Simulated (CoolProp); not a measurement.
Model: reference Helmholtz-energy equation of state, Thol 2016, in CoolProp.

Q: Give the vapour pressure (MPa), liquid density (kg/m³), vapour density (kg/m³), enthalpy of vaporisation (kJ/kg) of saturated hexamethyldisiloxane (MM) at 391.4, 400.1, 417.5 K.

A: 
```tsv
T (K)	p (MPa)	liquid density (kg/m³)	vapour density (kg/m³)	enthalpy of vaporisation (kJ/kg)
391.4	0.165	653	9.04	183
400.1	0.206	641	11.2	178
417.5	0.309	618	16.8	167
```
